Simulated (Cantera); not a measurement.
Silicon oxide and oxynitride deposition: SiH2Cl2 + O2 + N2

A closed system holds: 1 mol SiH2Cl2, 0.31 mol O2, 5.5 mol N2, at 725 °C and 2.40 mbar.

Cantera equilibrium calculation (NASA polynomials, part measured and part estimated; ideal gas, pure solids and liquids). Candidate condensed phases: H2O, NH4Cl, Si, SiO2, Si2N2O, Si3N4; 47 gas species. N2 is the only nitrogen source here; it is nearly inert below about 1500 K, so the nitride shown seldom forms there in practice. Kinetics and transport are ignored.

```yaml
x(N2): 0.719
x(HCl): 0.270
x(H2): 0.00704
x(SiCl4): 0.00352
x(SiCl3): 2.62e-6
n(SiO2(β-quartz)): 0.0883 mol
n(Si2N2O(s)): 0.443 mol
gas_amount: 7.032 mol
log10 activity of Si(s) (absent): -8.56
```
